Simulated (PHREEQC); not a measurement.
Brine: an equilibrium model

A solution holds 0.41 mol/kgw KOH, 0.056 mol/kgw CaCl2 and 0.084 mol/kgw NaCl, at 25 °C. Closed to the air; pH follows from the charge balance.

Model: ion-association model, wateq4f.dat, run in PHREEQC.

No solid was allowed to form.

Problem. What pH, ionic strength, activity of water does the model give?

Solution. pH 13.38; ionic strength 0.597 mol/kgw; activity of water 0.981.

Problem. In which forms is Ca present?

Solution. CaOH+ 58 %, Ca+2 42 % of the Ca.

Saturation is exceeded, for instance for Portlandite; the values hold only as long as no solid forms. Species that the database lacks are ignored.
